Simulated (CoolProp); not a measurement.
Saturation properties of methane (Tc = -82.6 °C, pc = 45.99 bar, ω = 0.011).

Model: reference Helmholtz-energy equation of state, Setzmann 1991, in CoolProp.

| T (°C) | p (bar) | enthalpy of vaporisation (kJ/kg) | vapour Z | surface tension (mN/m) | liquid conductivity (mW/(m K)) |
|---|---|---|---|---|---|
| -168.65 | 0.5378 | 523.3 | 0.9769 | 14.3 | 194 |
| -164.55 | 0.7811 | 516.3 | 0.9699 | 13.5 | 188 |
| -160.45 | 1.102 | (withheld) | 0.9617 | 12.7 | (withheld) |
| -156.25 | 1.528 | 500.9 | 0.9518 | 11.9 | (withheld) |
| -152.15 | 2.053 | 492.5 | 0.9408 | 11.1 | 171 |
| -148.05 | 2.705 | 483.6 | 0.9284 | 10.3 | 165 |
| -143.95 | 3.500 | 474.0 | 0.9145 | 9.56 | 159 |
| -139.75 | 4.481 | 463.4 | 0.8987 | 8.77 | 153 |
| -135.65 | 5.621 | 452.3 | (withheld) | 8.02 | 147 |
| -131.55 | 6.959 | 440.4 | 0.8630 | 7.27 | 141 |
| -127.45 | 8.514 | 427.4 | 0.8426 | 6.54 | 135 |
| -123.35 | 10.31 | 413.3 | 0.8204 | 5.82 | 130 |
| -119.15 | 12.41 | 397.5 | 0.7957 | 5.10 | 124 |

What belongs in the gaps?


- -160.45, enthalpy of vaporisation (kJ/kg): 508.9
- -160.45, liquid conductivity (mW/(m K)): 182
- -156.25, liquid conductivity (mW/(m K)): 176
- -135.65, vapour Z: 0.8817

It boils at -161.5 °C under 1 atm.

Thermal conductivity comes from a separate model (Friend 1989). Surface tension comes from a separate correlation (Mulero 2012).
